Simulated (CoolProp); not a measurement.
Vapour-liquid equilibrium of ethylene (1) + 1-butene (2) at -29.05 °C; x and y are mole fractions of (1).

Computed with CoolProp (multi-fluid Helmholtz-energy mixture model, Smukala 2000 and Lemmon 2005; pair parameters Bell 2016).

```json
[
 {"x": "0.05", "bubble pressure (MPa)": "0.1238", "y at the bubble point": "0.699", "dew pressure at overall composition x (MPa)": "0.03993", "liquid density (mol/L)": "11.82"},
 {"x": "0.15", "bubble pressure (MPa)": "0.2973", "y at the bubble point": "0.880", "dew pressure at overall composition x (MPa)": "0.04461", "liquid density (mol/L)": "12.25"},
 {"x": "0.25", "bubble pressure (MPa)": "0.4737", "y at the bubble point": "0.929", "dew pressure at overall composition x (MPa)": "0.05052", "liquid density (mol/L)": "12.71"},
 {"x": "0.35", "bubble pressure (MPa)": "0.6538", "y at the bubble point": "0.952", "dew pressure at overall composition x (MPa)": "0.05820", "liquid density (mol/L)": "13.18"},
 {"x": "0.45", "bubble pressure (MPa)": "0.8378", "y at the bubble point": "0.965", "dew pressure at overall composition x (MPa)": "0.06863", "liquid density (mol/L)": "13.66"},
 {"x": "0.55", "bubble pressure (MPa)": "1.026", "y at the bubble point": "0.975", "dew pressure at overall composition x (MPa)": "0.08359", "liquid density (mol/L)": "14.14"},
 {"x": "0.65", "bubble pressure (MPa)": "1.218", "y at the bubble point": "0.982", "dew pressure at overall composition x (MPa)": "0.1069", "liquid density (mol/L)": "14.62"},
 {"x": "0.75", "bubble pressure (MPa)": "1.417", "y at the bubble point": "0.987", "dew pressure at overall composition x (MPa)": "0.1481", "liquid density (mol/L)": "15.05"},
 {"x": "0.85", "bubble pressure (MPa)": "1.627", "y at the bubble point": "0.992", "dew pressure at overall composition x (MPa)": "0.2408", "liquid density (mol/L)": "15.41"},
 {"x": "0.95", "bubble pressure (MPa)": "1.857", "y at the bubble point": "0.997", "dew pressure at overall composition x (MPa)": "0.6341", "liquid density (mol/L)": "15.60"}
]
```

No azeotrope shows between x = 0.05 and 0.95.

The pair parameters rest on a limited set of measurements; away from them the model extrapolates.
